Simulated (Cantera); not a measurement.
Charge: 1 mol PbO, 4.9 mol CH4, 14 mol N2, equilibrated at 0.150 bar.

Cantera equilibrium calculation (NASA polynomials, part measured and part estimated; ideal gas, pure solids and liquids). Candidate condensed phases: C, C6H6, C7H8, C8H18, H2O, Pb, PbO, PbO2, Pb3O4; 139 gas species. The numbers say what is thermodynamically allowed, not how fast it happens.

**Question.** Which condensed phases are stable at each of these points (T (°C)): 800, 1000, 1200, 1400, 1600, 1800, 2000?

**Answer.** 
```tsv
T (°C)	condensed phases	Pb condensed (%)
800	C(graphite) + Pb(l)	98.8
1000	C(graphite) + Pb(l)	69.3
1200	C(graphite)	0.0
1400	C(graphite)	0.0
1600	C(graphite)	0.0
1800	C(graphite)	0.0
2000	C(graphite)	0.0
```

From 800 °C to 1000 °C the condensed part is C(graphite) + Pb(l). From 1200 °C to 2000 °C the condensed part is C(graphite).
